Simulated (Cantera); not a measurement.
Stirred combustor or abatement burner

A perfectly stirred reactor is fed with 27.5 % H2, 13.9 % O2, 52.3 % N2, 6.33 % H2O, at 1.40 bar; it is adiabatic with a 773 K inlet, and is followed from long to short residence time, starting on the burning branch (τ in s: 0.16, 0.066, 0.027, 0.011, 0.0044, 0.0018, 0.00072, 0.00029, 0.00012, 4.7e-05, 1.9e-05).

Computed with Cantera and the H2/O2 subset of GRI-Mech 3.0, which has no nitrogen chemistry.

```csv
τ (s),T (K),x H2,x O2,x H2O,x OH,x O
0.16,2516,0.0207,0.00909,0.357,0.0121,0.00128
0.066,2514,0.0209,0.00915,0.357,0.0122,0.00130
0.027,2510,0.0212,0.00930,0.357,0.0123,0.00134
0.011,2501,0.0221,0.00966,0.355,0.0127,0.00144
0.0044,2480,0.0239,0.0105,0.352,0.0134,0.00168
0.0018,2437,0.0274,0.0120,0.345,0.0148,0.00219
0.00072,2360,0.0331,0.0146,0.335,0.0167,0.00325
0.00029,2245,0.0400,0.0183,0.320,0.0185,0.00500
0.00012,2103,0.0469,0.0226,0.304,0.0192,0.00731
4.7e-5,1925,0.0537,0.0281,0.286,0.0181,0.00997
1.9e-5,1737,0.0613,0.0352,0.267,0.0150,0.0118
```
x: mole fraction; the columns are a selection and need not sum to one.
